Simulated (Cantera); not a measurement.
What does this Cantera script print?

```python
import numpy as np
import cantera as ct

gas_names = [...]  # 113 gases of nasa_gas.yaml made of C, F, H, Si
cond_names = """
    C(gr) C6H6(L) C7H8(L) C8H18(L),n-octa Si(cr) Si(L) SiC(b)
""".split()


# ... load() reads the species with a 1 bar reference pressure and builds the phases ...
atoms = {
    'SiF4': {'Si': 1, 'F': 4},
    'CH4': {'C': 1, 'H': 4},
    'H2': {'H': 2},
    'C2H4': {'C': 2, 'H': 4},
}
top_T = {'C(gr)': 4500, 'SiC(b)': 3050}  # K; cautious upper limits of use, not melting points


# ... equilibrate(T, P, feed) seeds the gas with the atoms and calls Mixture.equilibrate('TP', solver="vcs", rtol=1e-11, max_steps=5000) ...
results = []
feed = {'SiF4': 1, 'CH4': 0.07, 'H2': 61, 'C2H4': 0.78}  # mol
T = 2550  # K
P = 1333.22  # Pa
mix = equilibrate(T, P, feed)
results.append((T, P, feed, dict(zip(mix.species_names, mix.species_moles))))
print(gas.report(threshold=1e-05))
for i in range(1, mix.n_phases):
    print(f"{mix.phase(i).name:16s} {mix.phase_moles(i):12.5e} mol")
```

Output:

```
       temperature   2550 K
          pressure   1333.2 Pa
           density   0.00021271 kg/m^3
  mean mol. weight   3.3827 kg/kmol
   phase of matter   gas

                          1 kg             1 kmol
                     ---------------   ---------------
          enthalpy        3.2377e+07        1.0952e+08  J
   internal energy         2.611e+07        8.8322e+07  J
           entropy             69687        2.3573e+05  J/K
    Gibbs function       -1.4533e+08        -4.916e+08  J
 heat capacity c_p            9707.8             32839  J/K
 heat capacity c_v            7249.9             24525  J/K

                      mass frac. Y      mole frac. X     chem. pot. / RT
                     ---------------   ---------------   ---------------
                 C        8.2131e-05        2.3131e-05           -3.3661
               C2H         0.0015827        0.00021389           -19.209
    C2H2,acetylene          0.064064         0.0083229           -31.686
                C3        0.00071739        6.7348e-05           -10.098
              C4H2        0.00060471        4.0862e-05           -38.419
                 F        0.00021605        3.8468e-05           -33.143
                 H          0.067415           0.22624           -12.477
                HF           0.29709          0.050233            -45.62
                H2           0.41798           0.70135           -24.954
                Si          0.069485         0.0083693           -11.325
              SiC2          0.034353         0.0022302           -18.057
               SiF          0.018068         0.0012981           -44.468
              SiF2          0.023626         0.0012094           -77.611
              SiF3         0.0010052        3.9967e-05           -110.75
               SiH          0.001707        0.00019848           -23.802
              SiH2        0.00012404         1.394e-05           -36.279
              Si2C         0.0015667        7.7732e-05           -26.016
     [  +96 minor]        0.00031444         3.716e-05

C(gr)             0.00000e+00 mol
Si(L)             0.00000e+00 mol
SiC(b)            0.00000e+00 mol
```

Cantera equilibrium calculation (NASA polynomials, part measured and part estimated; ideal gas, pure solids and liquids). The tables' values for SiF, SiF2, SiF3 are old estimates; treat these amounts as uncertain. Gases not in the tables: Si2H6 and higher silanes.
